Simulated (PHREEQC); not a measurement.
Solution (25 °C): 0.2 mol/kgw HF, 0.038 mol/kgw NH4F and 0.0064 mol/kgw (NH4)2SiF6. Closed to the air; pH follows from the charge balance.

The numbers come from PHREEQC with the ion-association model, wateq4f.dat.

**Question.** The ionic strength comes out as 0.0611 mol/kgw. What activity coefficients do NH4+, HF2-, SiF6-2, F-, H+ get?

**Answer.** NH4+ 0.81, HF2- 0.80, SiF6-2 0.44, F- 0.80, H+ 0.85.

This is a speciation only: nothing precipitates in the calculation. Species that the database lacks are ignored. wateq4f.dat counts part of the HF as a dimer, H2F2, which phreeqc.dat doesn't know; its constant is uncertain. SiF6-2 is the database's only silicon fluoride.
